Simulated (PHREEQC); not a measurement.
Consider water at 25 °C with 0.0022 mol CsOH, 0.11 mol NaAlO2 and 0.28 mol (CH3)4NCl per kg of water. Closed to the air; pH follows from the charge balance.

Computed with PHREEQC (ion-association model, wateq4f.dat).

```yaml
pH: 11.16
ionic_strength: 0.392 mol/kgw
activity_of_water: 0.987
total_alkalinity: 442 meq/kg
```

```json
[
 {"species": "Cl-", "molality": "0.280", "activity": "0.185", "log γ": "-0.180"},
 {"species": "(CH3)4N+", "molality": "0.280", "activity": "0.187", "log γ": "-0.175"},
 {"species": "Al(OH)4-", "molality": "0.110", "activity": "0.0751", "log γ": "-0.166"},
 {"species": "Na+", "molality": "0.110", "activity": "0.0786", "log γ": "-0.146"},
 {"species": "OH-", "molality": "0.00220", "activity": "0.00144", "log γ": "-0.186"},
 {"species": "Cs+", "molality": "0.00220", "activity": "0.00161", "log γ": "-0.136"},
 {"species": "Al(OH)3", "molality": "2.54e-7", "activity": "2.78e-7", "log γ": "0.039"}
]
```

No solid was allowed to form. Saturation is exceeded, for instance for Boehmite (slow to form), Gibbsite (slow to form); the values hold only as long as no solid forms. (CH3)4N+ isn't in the database: it is added as a free cation with an ion size of 4 Å.
